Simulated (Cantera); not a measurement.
Feed: 1 mol C₆H₆, 99 mol H₂, 0.52 mol N₂, held at 950 K and 25.0 bar.

These are equilibrium values from Cantera (NASA tables, ideal gas, pure condensed phases), not measurements of a reactor. Candidate condensed phases: C, C₆H₆, C₇H₈, C₈H₁₈; 92 gas species. The numbers say what is thermodynamically allowed, not how fast it happens.

Base state: H₂ 0.932, CH₄ 0.0622, N₂ 0.00476, NH₃ 0.00128 (mole fractions); condensed: gas only.

**Question.** What changes in the equilibrium state with this change: temperature from 950 K to 773.15 K?

**Answer.** 
```csv
species,before,after
H₂,0.932,0.930
CH₄,0.0622,0.0625
NH₃,0.00128,0.00485
N₂,0.00476,0.00299
```

**Question.** What changes in the equilibrium state with this change: temperature from 950 K to 2625 K?

**Answer.** 
```json
[
 {"species": "H₂", "before": "0.932", "after": "0.963"},
 {"species": "C₂H₂ (acetylene)", "before": "<1e-9", "after": "0.0172"},
 {"species": "H", "before": "<1e-9", "after": "0.00833"},
 {"species": "CH₄", "before": "0.0622", "after": "0.00287"},
 {"species": "HCN", "before": "2.54e-9", "after": "0.00462"},
 {"species": "HNC", "before": "<1e-9", "after": "0.000620"},
 {"species": "C(graphite), mol", "before": "0", "after": "1.47"}
]
```

**Question.** What changes in the equilibrium state with this change: C₆H₆ replaced by C₃H₆?

**Answer.** 
```
species   before    after
-------  -------  -------
H₂         0.932    0.964
CH₄       0.0622   0.0302
N₂       0.00476  0.00457
NH₃      0.00128  0.00132
```
